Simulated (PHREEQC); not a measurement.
## Sulfide liquor: an equilibrium model

Make-up at 25 °C: 0.006 mol H2S and 0.05 mol NaCl per kg of water. Closed to the air; pH follows from the charge balance.

The numbers come from PHREEQC with the ion-association model, phreeqc.dat.

This is a speciation only: nothing precipitates in the calculation.

Problem. Predict the pH, specific conductance, density.

Solution. pH 4.57; specific conductance 5500 µS/cm; density 0.999 g/cm³.

Complexes and solids missing from the database can't appear.
